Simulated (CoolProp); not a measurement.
Fluoroethane (R161) along the isotherm 122.35 °C: fugacity coefficient from the reference equation and from simpler models built on Tc = 102.1 °C, pc = 5.010 MPa, ω = 0.216; each cubic takes its own stable root.

The numbers come from the reference Helmholtz-energy equation of state, Wu 2012 in CoolProp.

```
p (MPa)  phase  reference  van der Waals  Redlich-Kwong  Soave-Redlich-Kwong  Peng-Robinson
-------  -----  ---------  -------------  -------------  -------------------  -------------
0.417      gas     0.9754         0.9783         0.9758               0.9763         0.9734
0.833      gas     0.9511         0.9568         0.9518               0.9529         0.9472
1.25       gas     0.9270         0.9352         0.9281               0.9297         0.9214
1.67       gas     0.9030         0.9136         0.9044               0.9065         0.8958
2.08       gas     0.8798         0.8925         0.8815               0.8841         0.8712
2.5        gas     0.8563         0.8709            ___               0.8614         0.8464
2.92       gas     0.8329         0.8492         0.8350               0.8388         0.8218
3.33       gas     0.8103         0.8280         0.8125               0.8168         0.7982
3.75       gas     0.7872            ___         0.7895               0.7945         0.7743
4.17       gas     0.7642         0.7842         0.7667               0.7722         0.7506
4.58       gas     0.7419            ___         0.7443               0.7506         0.7277
5          gas     0.7189         0.7397         0.7213               0.7283         0.7044
```

Q: What belongs in the gaps?

A: 
- 2.5, Redlich-Kwong: 0.8581
- 3.75, van der Waals: 0.8062
- 4.58, van der Waals: 0.7625
